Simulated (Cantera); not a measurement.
A closed system holds: 1 mol CH₃F, 0.038 mol H₂, at 2375 K and 0.00133 bar.

These are equilibrium values from Cantera (NASA tables, ideal gas, pure condensed phases), not measurements of a reactor. Candidate condensed phases: C, C₆H₆, C₇H₈, C₈H₁₈; 95 gas species. The numbers say what is thermodynamically allowed, not how fast it happens.

Base state: HF 0.435, H₂ 0.338, H 0.224, C₂H₂ (acetylene) 0.00210, F 0.000429, C₂H 7.57e-5, C₃ 4.80e-5, C 2.04e-5 (mole fractions); condensed: C(graphite).

Question: What changes in the equilibrium state with this change: temperature from 2375 K to 925 K?

Answer: 
```csv
species,before,after
H₂,0.338,0.509
HF,0.435,0.491
CH₄,2.83e-8,7.84e-5
H,0.224,5.09e-9
C₂H₂ (acetylene),0.00210,<1e-9
F,0.000429,<1e-9
C₂H,7.57e-5,<1e-9
C₃,4.80e-5,<1e-9
"C(graphite), mol",0.990,1.000
```
